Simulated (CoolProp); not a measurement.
Propylene along the isotherm 103.65 °C: density (kg/m³) from the reference equation and from simpler models built on Tc = 91.1 °C, pc = 4.555 MPa, ω = 0.146; each cubic takes its own stable root.

Computed with CoolProp (reference Helmholtz-energy equation of state, Lemmon 2013).

```
p (MPa)          phase  reference  ideal gas  van der Waals  Redlich-Kwong  Soave-Redlich-Kwong  Peng-Robinson
-------  -------------  ---------  ---------  -------------  -------------  -------------------  -------------
0.0216             gas     0.2905     0.2901         0.2905         0.2905               0.2905         0.2906
0.0317             gas     0.4267     0.4258         0.4266         0.4267               0.4267         0.4268
0.0465             gas     0.6265     0.6246         0.6263         0.6265               0.6265         0.6268
0.0683             gas     0.9217     0.9174         0.9212         0.9217               0.9216         0.9221
0.1                gas      1.352      1.343          1.351          1.352                1.352          1.353
0.147              gas      1.994      1.974          1.992          1.994                1.994          1.997
0.216              gas      2.945      2.901          2.940          2.945                2.944          2.950
0.317              gas      4.353      4.258          4.342          4.353                4.352          4.363
0.465              gas      6.453      6.246          6.429          6.453                6.451          6.476
0.683              gas      9.633      9.174          9.580          9.633                9.628          9.684
1                  gas      14.46      13.43          14.34          14.45                14.44          14.57
1.47               gas      22.10      19.74          21.83          22.10                22.07          22.36
2.16               gas      34.65      29.01          34.02          34.64                34.56          35.25
3.17               gas      57.23      42.58          55.67          57.19                56.92          58.71
4.65     supercritical      112.0      62.46          109.5          111.9                109.8          115.8
6.83     supercritical      329.4      91.74          250.9          283.7                277.0          302.9
```
